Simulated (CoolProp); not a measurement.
R365MFC along the isotherm 346.1 K: Z from the reference equation and from simpler models built on Tc = 460.0 K, pc = 32.66 bar, ω = 0.377; each cubic takes its own stable root.

The numbers come from the reference Helmholtz-energy equation of state, Lemmon 2016 in CoolProp.

```json
[
 {"p (bar)": "0.516", "phase": "gas", "reference": "0.9847"},
 {"p (bar)": "1.18", "phase": "gas", "reference": "0.9639"},
 {"p (bar)": "2.68", "phase": "gas", "reference": "0.9123"},
 {"p (bar)": "6.09", "phase": "liquid", "reference": "0.02728"},
 {"p (bar)": "13.9", "phase": "liquid", "reference": "0.06208"},
 {"p (bar)": "31.5", "phase": "liquid", "reference": "0.1398"},
 {"p (bar)": "71.8", "phase": "liquid", "reference": "0.3146"},
 {"p (bar)": "163", "phase": "liquid", "reference": "0.6974"}
]
```

Question: How far does each simpler model (van der Waals, Redlich-Kwong, Soave-Redlich-Kwong) lie from the reference over these 8 states: mean and median of the absolute difference, and the worst?

Answer: 
- van der Waals: mean 420.6 %, median 54.9 %, worst +3119.9 % at 346.1 K and 6.09 bar
- Redlich-Kwong: mean 9.1 %, median 11.2 %, worst +16.6 % at 346.1 K and 6.09 bar
- Soave-Redlich-Kwong: mean 5.2 %, median 6.8 %, worst +9.0 % at 346.1 K and 6.09 bar

At some of these states van der Waals gives the other phase, because its saturation line lies elsewhere.
